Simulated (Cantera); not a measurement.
**Stirred combustor or abatement burner**

A perfectly stirred reactor is fed with 3.69 % CO, 2.51 % H2, 3.21 % CH4, 19.0 % O2, 71.6 % N2, equivalence ratio 0.50, at 280000 Pa; it is adiabatic with a 648 K inlet, and is followed from long to short residence time, starting on the burning branch (τ in s: 0.097, 0.044, 0.02, 0.0091, 0.0041, 0.0019, 0.00085, 0.00038, 0.00017, 7.9e-05, 3.6e-05, 1.6e-05, 7.4e-06).

Computed with Cantera and GRI-Mech 3.0 (53 species, 325 reactions).

```csv
τ (s),T (K),x CO,x H2,x CH4,x H2O,x CH2CO,x CH2O,x NO2
0.097,1843,0.000200,3.49e-5,3.37e-6,0.0917,1.48e-10,3.69e-7,1.05e-7
0.044,1841,0.000334,5.35e-5,5.92e-6,0.0915,4.08e-10,6.69e-7,8.79e-8
0.020,1837,0.000563,8.60e-5,1.00e-5,0.0914,1.00e-9,1.18e-6,8.05e-8
0.0091,1832,0.000953,0.000141,1.66e-5,0.0911,2.26e-9,2.04e-6,7.40e-8
0.0041,1823,0.00162,0.000234,2.77e-5,0.0907,4.85e-9,3.53e-6,6.32e-8
0.0019,1810,0.00270,0.000381,4.53e-5,0.0902,9.82e-9,5.98e-6,4.92e-8
0.00085,1788,0.00459,0.000625,7.73e-5,0.0894,2.03e-8,1.04e-5,3.50e-8
0.00038,1752,0.00780,0.00101,0.000138,0.0883,4.34e-8,1.82e-5,2.41e-8
0.00017,1695,0.0134,0.00160,0.000272,0.0868,1.04e-7,3.38e-5,1.63e-8
7.9e-5,1599,0.0235,0.00267,0.000670,0.0843,3.50e-7,7.15e-5,9.22e-9
3.6e-5,648,0.0369,0.0251,0.0321,<1e-12,<1e-12,<1e-12,<1e-12
1.6e-5,648,0.0369,0.0251,0.0321,<1e-12,<1e-12,<1e-12,<1e-12
7.4e-6,648,0.0369,0.0251,0.0321,<1e-12,<1e-12,<1e-12,<1e-12
```
x: mole fraction; the columns are a selection and need not sum to one.
